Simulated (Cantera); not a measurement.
Input (Python, Cantera) and output of one run.

```python
import numpy as np
import cantera as ct

gas_names = """
    H H2 N NH NH2 NH3 N2 N2H2 N2H4 Si SiH SiH2 SiH3 SiH4 SiN Si2 Si2N Si3
""".split()
cond_names = """
    Si(cr) Si(L) Si3N4(a)
""".split()


def load(file, names, dense=False):
    # The tables refer to 1 bar. Condensed volumes are neglected.
    table = {s.name: s for s in ct.Species.list_from_file(file)}
    out = []
    for n in names:
        d = dict(table[n].input_data)
        d["thermo"] = dict(d["thermo"], **{"reference-pressure": 1e5})
        if dense:
            d["equation-of-state"] = {"model": "constant-volume", "density": "1e6 g/cm^3"}
        out.append(ct.Species.from_dict(d))
    return out


gas = ct.Solution(thermo="ideal-gas", species=load("nasa_gas.yaml", gas_names))
cond = {s.name: ct.Solution(thermo="fixed-stoichiometry", species=[s], name=s.name)
        for s in load("nasa_condensed.yaml", cond_names, dense=True)}
atoms = {
    'SiH4': {'Si': 1, 'H': 4},
    'N2': {'N': 2},
}
top_T = {'Si3N4(a)': 2400}  # K; cautious upper limits of use, not melting points


def equilibrate(T, P, feed):
    n = {}
    for name, mol in feed.items():
        for a, k in atoms[name].items():
            n[a] = n.get(a, 0.0) + k * mol
    gas.TPX = T, P, n
    mass = sum(n.values()) * gas.mean_molecular_weight
    gas.equilibrate("TP")
    valid = [c for c in cond.values() if c.min_temp <= T <= top_T.get(c.name, c.max_temp)]
    mix = ct.Mixture([(gas, mass / gas.mean_molecular_weight)] + [(c, 0.0) for c in valid])
    mix.T, mix.P = T, P
    mix.equilibrate("TP", solver="vcs", rtol=1e-11, max_steps=5000)
    return mix


results = []
feed = {'SiH4': 1, 'N2': 0.61}  # mol
T = 898.15  # K
P = 10000  # Pa
mix = equilibrate(T, P, feed)
results.append((T, P, feed, dict(zip(mix.species_names, mix.species_moles))))
print(gas.report(threshold=0.001))
for i in range(1, mix.n_phases):
    print(f"{mix.phase(i).name:16s} {mix.phase_moles(i):12.5e} mol")
```

Output:

```
       temperature   898.15 K
          pressure   10000 Pa
           density   0.0026997 kg/m^3
  mean mol. weight   2.016 kg/kmol
   phase of matter   gas

                          1 kg             1 kmol
                     ---------------   ---------------
          enthalpy        8.7409e+06        1.7622e+07  J
   internal energy        5.0367e+06        1.0154e+07  J
           entropy             90351        1.8215e+05  J/K
    Gibbs function       -7.2408e+07       -1.4597e+08  J
 heat capacity c_p             14863             29965  J/K
 heat capacity c_v             10739             21650  J/K

                      mass frac. Y      mole frac. X     chem. pot. / RT
                     ---------------   ---------------   ---------------
                H2                 1                 1           -19.548
     [  +17 minor]        4.7983e-07        3.0515e-08

Si(cr)            8.49999e-02 mol
Si3N4(a)          3.05000e-01 mol
```

These are equilibrium values from Cantera (NASA tables, ideal gas, pure condensed phases), not measurements of a reactor. N2 is the only nitrogen source here; it is nearly inert below about 1500 K, so the nitride shown seldom forms there in practice.
